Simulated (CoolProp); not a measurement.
Saturated liquid density (kg/m³) of n-perfluorohexane: the reference equation beside estimates from Tc = 174.9 °C, pc = 1.742 MPa, ω = 0.497. Rackett uses Z = 0.29056 − 0.08775 ω.

Model: reference Helmholtz-energy equation of state, Gao 2022, in CoolProp.

| T (°C) | reference | Rackett | van der Waals | Soave-Redlich-Kwong |
|---|---|---|---|---|
| 10.85 | 1717 | 1828 | 951.1 | 1490 |
| 22.75 | 1682 | 1788 | 932.1 | 1460 |
| 34.55 | 1648 | 1746 | 912.4 | 1429 |
| 46.35 | 1612 | 1703 | 891.7 | 1395 |
| 58.25 | 1575 | 1658 | 869.6 | 1358 |
| 70.05 | 1536 | 1612 | ? | 1317 |
| 81.95 | 1495 | 1562 | 821.8 | 1273 |
| 93.75 | 1451 | 1510 | ? | 1224 |
| 105.55 | 1403 | 1454 | 767.0 | 1170 |
| 117.45 | 1350 | 1393 | 735.6 | ? |
| 129.25 | 1290 | 1326 | 701.0 | 1040 |
| 141.15 | 1218 | 1248 | 661.1 | 959.4 |

Question: Some entries are withheld; supply them.

Answer: 
- 70.05, van der Waals: 846.5
- 93.75, van der Waals: 795.4
- 117.45, Soave-Redlich-Kwong: 1109

Absolute difference from the reference over all 12 rows, mean and median: Rackett 4.6 and 4.7 %, van der Waals 45.1 and 45.0 %, Soave-Redlich-Kwong 15.6 and 14.6 %.
